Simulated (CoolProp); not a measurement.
Saturation properties of octamethyltrisiloxane (MDM) (Tc = 565.4 K, pc = 1.438 MPa, ω = 0.528).

Model: reference Helmholtz-energy equation of state, Thol 2017, in CoolProp.

| T (K) | p (MPa) | vapour density (kg/m³) | enthalpy of vaporisation (kJ/kg) | liquid cp (kJ/(kg K)) | surface tension (mN/m) |
|---|---|---|---|---|---|
| 258.4 | [?] | 0.002423 | 220.2 | 1.702 | 20.3 |
| 264.6 | 3.871e-5 | [?] | 217.7 | [?] | 19.7 |
| 270.7 | 6.541e-5 | 0.006876 | 215.2 | 1.725 | 19.2 |
| 276.9 | 0.0001083 | 0.01113 | 212.8 | 1.737 | 18.6 |
| 283 | 0.0001730 | 0.01740 | 210.3 | 1.750 | 18.0 |
| 289.1 | 0.0002696 | 0.02655 | [?] | 1.763 | 17.4 |
| 295.3 | 0.0004134 | 0.03987 | 205.4 | 1.777 | 16.9 |
| 301.4 | 0.0006159 | 0.05822 | 203.0 | 1.790 | [?] |
| 307.6 | 0.0009049 | 0.08386 | 200.6 | 1.805 | 15.7 |
| 313.7 | 0.001296 | 0.1179 | 198.2 | 1.819 | 15.2 |
| 319.9 | 0.001835 | 0.1638 | 195.8 | 1.834 | 14.6 |
| 326 | 0.002540 | 0.2227 | [?] | 1.849 | [?] |

Some entries are withheld; supply them.


- 258.4, p (MPa): 2.200e-5
- 264.6, vapour density (kg/m³): 0.004163
- 264.6, liquid cp (kJ/(kg K)): 1.714
- 289.1, enthalpy of vaporisation (kJ/kg): 207.9
- 301.4, surface tension (mN/m): 16.3
- 326, enthalpy of vaporisation (kJ/kg): 193.4
- 326, surface tension (mN/m): 14.1

It boils at 425.6 K under 1 atm.

Surface tension comes from a separate correlation (Mulero 2014), older than this fluid's equation and unchecked against measurements.
